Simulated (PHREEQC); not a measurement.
Dissolve 0.0043 mol/kgw HNO3, 2.8e-07 mol/kgw H4SiO4 and 0.00025 mol/kgw CO2 at 25 °C. Closed to the air; pH follows from the charge balance.

Model: ion-association model, phreeqc.dat, run in PHREEQC.

| quantity | before | after |
|---|---|---|
| pH | 2.40 | 2.40 |
| (CO2)2 (mol/kgw) | 1.15e-9 | 2.87e-10 |

Question: Which change was made?
(A) temperature from 25 to 10 °C
(B) CO2 from 0.00025 to 0.000125 mol/kgw
(C) H4SiO4 left out
(D) HNO3 from 0.0043 to 0.00043 mol/kgw

Answer: B, CO2 from 0.00025 to 0.000125 mol/kgw

Precipitation was switched off in this run.
